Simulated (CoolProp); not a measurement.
Properties of methanol along the isobar 44.7 bar (Tc = 240.2 °C, pc = 82.16 bar, ω = 0.565).

Values from CoolProp's reference Helmholtz-energy equation of state, de Reuck 1993.

```tsv
T (°C)	phase	density (kg/m³)	cv (kJ/(kg K))	isothermal compressibility (1/MPa)	conductivity (mW/(m K))	Prandtl number
194.55	liquid	568.1	3.204	0.01071	169	2.61
202.95	liquid	543.2	3.286	0.01550	167	___
211.25	gas	54.84	3.518	0.4199	52.0	1.99
219.65	gas	50.23	3.091	___	51.1	1.63
228.05	gas	46.95	2.824	0.3356	51.0	1.41
236.35	gas	44.46	2.652	0.3158	51.3	1.27
244.75	gas	42.42	2.533	0.3014	51.8	1.17
253.15	gas	40.72	2.449	0.2906	52.4	1.10
261.55	gas	39.26	2.388	0.2822	53.2	1.05
269.85	gas	38.01	2.344	0.2755	54.0	1.00
278.25	gas	36.88	2.310	___	54.9	0.971
286.65	gas	35.87	2.284	0.2655	___	0.943
295.05	gas	34.96	2.264	0.2618	56.8	0.921
303.35	gas	34.14	2.249	0.2586	57.8	0.902
311.75	gas	33.37	2.238	0.2559	58.9	0.886
320.15	gas	32.66	2.229	0.2535	60.0	0.871
```

Problem. What belongs in the gaps?

Solution. 
- 202.95, Prandtl number: 2.60
- 219.65, isothermal compressibility (1/MPa): 0.3658
- 278.25, isothermal compressibility (1/MPa): 0.2701
- 286.65, conductivity (mW/(m K)): 55.9

Viscosity comes from a separate model (Xiang 2006). Thermal conductivity comes from a separate model (Sykioti 2013).
